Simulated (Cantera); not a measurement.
Input (Python, Cantera):

```python
import numpy as np
import cantera as ct

gas = ct.Solution("h2o2.yaml")
gas.TPX = 825, 34000, {'H2': 1.9, 'O2': 1, 'N2': 11}
reactor = ct.IdealGasConstPressureReactor(gas, energy="off", clone=False)
net = ct.ReactorNet([reactor])
net.rtol, net.atol = 1e-08, 1e-18
show = ['H2', 'O2', 'HO2', 'H', 'H2O', 'H2O2', 'O']
times = np.geomspace(7e-05, 80, 15)

steps = ct.SolutionArray(gas, extra=["t"])
rows = []
print(f"{'t/s':>10s}{'T/K':>9s}{'P/Pa':>11s}" + "".join(f"{s:>11s}" for s in show))
for t in times:
    while net.time < t:
        t_next = net.step()
        steps.append(gas.state, t=t_next)
    rows.append([np.interp(t, steps.t, y) for y in (steps.T, steps.P, *steps(*show).X.T)])
    print(f"{t:10.3e}{rows[-1][0]:9.1f}{rows[-1][1]:11.4g}" + "".join(f"{x:11.3e}" for x in rows[-1][2:]))
rate = np.gradient(steps.T, steps.t)
print("integrator steps:", len(steps.t))
if steps.T.max() > steps.T[0] + 200:
    print(f"time of steepest temperature rise: {steps.t[rate.argmax()]:.4e} s")
gas.TPX = 825, 34000, {'H2': 1.9, 'O2': 1, 'N2': 11}
gas.equilibrate("TP")
print(f"equilibrium (TP): T = {gas.T:.1f} K  " + "  ".join(f"{s} {gas[s].X[0]:.3e}" for s in show))
```

Result:

```
       t/s      T/K       P/Pa         H2         O2        HO2          H        H2O       H2O2          O
 7.000e-05    825.0    3.4e+04  1.367e-01  7.194e-02  6.761e-13  3.872e-13  6.841e-14  6.002e-17  2.053e-14
 1.896e-04    825.0    3.4e+04  1.367e-01  7.194e-02  2.390e-12  8.038e-13  4.980e-13  5.474e-16  5.456e-14
 5.135e-04    825.0    3.4e+04  1.367e-01  7.194e-02  8.796e-12  1.266e-12  2.707e-12  5.392e-15  9.268e-14
 1.391e-03    825.0    3.4e+04  1.367e-01  7.194e-02  2.909e-11  1.422e-12  1.045e-11  5.072e-14  1.054e-13
 3.767e-03    825.0    3.4e+04  1.367e-01  7.194e-02  8.541e-11  1.455e-12  3.234e-11  4.236e-13  1.079e-13
 1.020e-02    825.0    3.4e+04  1.367e-01  7.194e-02  2.403e-10  1.538e-12  9.396e-11  3.289e-12  1.141e-13
 2.763e-02    825.0    3.4e+04  1.367e-01  7.194e-02  6.777e-10  1.775e-12  2.788e-10  2.514e-11  1.317e-13
 7.483e-02    825.0    3.4e+04  1.367e-01  7.194e-02  2.008e-09  2.511e-12  9.260e-10  1.952e-10  1.863e-13
 2.027e-01    825.0    3.4e+04  1.367e-01  7.194e-02  7.058e-09  5.427e-12  4.143e-09  1.683e-09  4.026e-13
 5.489e-01    825.0    3.4e+04  1.367e-01  7.194e-02  4.472e-08  2.851e-11  3.818e-08  2.174e-08  2.115e-12
 1.487e+00    825.0    3.4e+04  1.367e-01  7.194e-02  7.459e-07  5.815e-10  1.672e-06  1.151e-06  4.320e-11
 4.027e+00    825.0    3.4e+04  1.366e-01  7.186e-02  3.340e-06  7.837e-09  9.474e-05  3.653e-05  5.834e-10
 1.091e+01    825.0    3.4e+04  1.326e-01  6.977e-02  8.340e-06  5.226e-08  4.074e-03  2.912e-04  3.859e-09
 2.954e+01    825.0    3.4e+04  1.167e-01  6.185e-02  7.808e-06  4.332e-08  2.116e-02  2.857e-04  3.214e-09
 8.000e+01    825.0    3.4e+04  8.668e-02  4.692e-02  6.491e-06  3.049e-08  5.348e-02  2.125e-04  2.308e-09
integrator steps: 757
equilibrium (TP): T = 825.0 K  H2 6.494e-13  O2 3.861e-03  HO2 1.448e-12  H 1.104e-17  H2O 1.467e-01  H2O2 9.985e-13  O 2.698e-14
```

Model: the H2/O2 subset of GRI-Mech 3.0, which has no nitrogen chemistry, integrated in Cantera. Below about 950 K walls govern HO2 and H2O2 in real vessels. The temperature is held fixed by assumption; the heat of reaction is taken as removed at once.
